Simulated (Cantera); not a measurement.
An isothermal, constant-pressure homogeneous reactor starts with NH3 : H2 = 1 : 0.13 (molar parts), at 2023 K and 10.00 Torr.

Detailed kinetics in Cantera: the gas-phase N/H chemistry of the illustrative SiF4/NH3 mechanism in the Surface Chemkin manual (1991). Walls and surfaces, which speed up NH3 decomposition in real reactors, are not modelled.

x: mole fraction; the columns are a selection and need not sum to one.

```json
[
 {"t (s)": "1.00e-6", "x NH3": "0.885", "x H2": "0.115", "x NH": "<1e-12", "x N2H4": "<1e-12", "x N2H2": "<1e-12", "x N2": "<1e-12"},
 {"t (s)": "3.01e-6", "x NH3": "0.885", "x H2": "0.115", "x NH": "<1e-12", "x N2H4": "<1e-12", "x N2H2": "<1e-12", "x N2": "<1e-12"},
 {"t (s)": "9.06e-6", "x NH3": "0.885", "x H2": "0.115", "x NH": "1.08e-11", "x N2H4": "<1e-12", "x N2H2": "<1e-12", "x N2": "<1e-12"},
 {"t (s)": "2.73e-5", "x NH3": "0.885", "x H2": "0.115", "x NH": "1.72e-10", "x N2H4": "<1e-12", "x N2H2": "1.91e-11", "x N2": "<1e-12"},
 {"t (s)": "8.20e-5", "x NH3": "0.885", "x H2": "0.115", "x NH": "2.64e-9", "x N2H4": "2.73e-12", "x N2H2": "4.87e-10", "x N2": "2.68e-11"},
 {"t (s)": "0.000247", "x NH3": "0.885", "x H2": "0.115", "x NH": "4.03e-8", "x N2H4": "2.78e-11", "x N2H2": "8.93e-9", "x N2": "4.06e-9"},
 {"t (s)": "0.000743", "x NH3": "0.885", "x H2": "0.115", "x NH": "4.88e-7", "x N2H4": "2.60e-10", "x N2H2": "1.24e-7", "x N2": "3.33e-7"},
 {"t (s)": "0.00224", "x NH3": "0.884", "x H2": "0.115", "x NH": "4.22e-6", "x N2H4": "2.28e-9", "x N2H2": "1.56e-6", "x N2": "1.72e-5"},
 {"t (s)": "0.00673", "x NH3": "0.880", "x H2": "0.117", "x NH": "1.90e-5", "x N2H4": "1.25e-8", "x N2H2": "1.16e-5", "x N2": "0.000565"},
 {"t (s)": "0.0203", "x NH3": "0.865", "x H2": "0.129", "x NH": "2.45e-5", "x N2H4": "1.61e-8", "x N2H2": "1.58e-5", "x N2": "0.00459"},
 {"t (s)": "0.0610", "x NH3": "0.819", "x H2": "0.162", "x NH": "2.53e-5", "x N2H4": "1.45e-8", "x N2H2": "1.44e-5", "x N2": "0.0167"},
 {"t (s)": "0.183", "x NH3": "(withheld)", "x H2": "(withheld)", "x NH": "2.60e-5", "x N2H4": "(withheld)", "x N2H2": "(withheld)", "x N2": "(withheld)"},
 {"t (s)": "0.552", "x NH3": "0.460", "x H2": "0.427", "x NH": "2.46e-5", "x N2H4": "6.08e-9", "x N2H2": "5.97e-6", "x N2": "0.112"},
 {"t (s)": "1.66", "x NH3": "0.170", "x H2": "0.639", "x NH": "1.80e-5", "x N2H4": "1.51e-9", "x N2H2": "1.62e-6", "x N2": "0.189"},
 {"t (s)": "5.00", "x NH3": "0.0196", "x H2": "0.749", "x NH": "8.17e-6", "x N2H4": "7.54e-11", "x N2H2": "1.23e-7", "x N2": "0.229"}
]
```

### Question
Fill in the missing entries.

### Answer

- 0.183, x NH3: 0.700
- 0.183, x H2: 0.250
- 0.183, x N2H4: 1.12e-8
- 0.183, x N2H2: 1.11e-5
- 0.183, x N2: 0.0484
